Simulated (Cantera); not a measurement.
Feed: 1 mol CH₃SiH₃, 0.0071 mol C₂H₄, 3.1 mol H₂, equilibrated at 2550 K and 52.0 mbar.

Cantera's Mixture.equilibrate('TP', solver="vcs", rtol=1e-11, max_steps=5000) on the NASA tables stopped like this:

```
ERROR: FAILURE its = 5001!

*******************************************************************************
CanteraError thrown by MultiPhase::equilibrate:
VCS solver failed. Return code: -1
*******************************************************************************
```

**Question.** What got this run through?

**Answer.** One answer among several that fit: The failure is numerical, not chemical. The same input converged with solver="gibbs", rtol=1e-10, max_steps=50000, and the result passed a check of the equilibrium conditions:
```
       temperature   2550 K
          pressure   5200 Pa
           density   0.00099665 kg/m^3
  mean mol. weight   4.0636 kg/kmol
   phase of matter   gas

                          1 kg             1 kmol
                     ---------------   ---------------
          enthalpy        3.1054e+07        1.2619e+08  J
   internal energy        2.5836e+07        1.0499e+08  J
           entropy             56034         2.277e+05  J/K
    Gibbs function       -1.1183e+08       -4.5445e+08  J
 heat capacity c_p            8501.3             34546  J/K
 heat capacity c_v            6455.2             26232  J/K

                      mass frac. Y      mole frac. X     chem. pot. / RT
                     ---------------   ---------------   ---------------
    C2H2,acetylene          0.069162          0.010794           -30.065
                 H          0.030568           0.12323           -11.723
                H2           0.40266           0.81163           -23.447
                Si           0.24473          0.035409           -8.5212
              SiC2           0.13559          0.010574            -15.14
               SiH          0.012773         0.0017841           -20.245
              Si2C          0.096393         0.0057451           -20.352
     [  +80 minor]         0.0081248        0.00082597

C(gr)             9.02214e-02 mol
Si(L)             0.00000e+00 mol
SiC(b)            5.84764e-01 mol
```

The gas is ideal and each condensed phase is pure. The feed counts by its element totals alone. Gases not in the tables: Si2H6 and higher silanes.
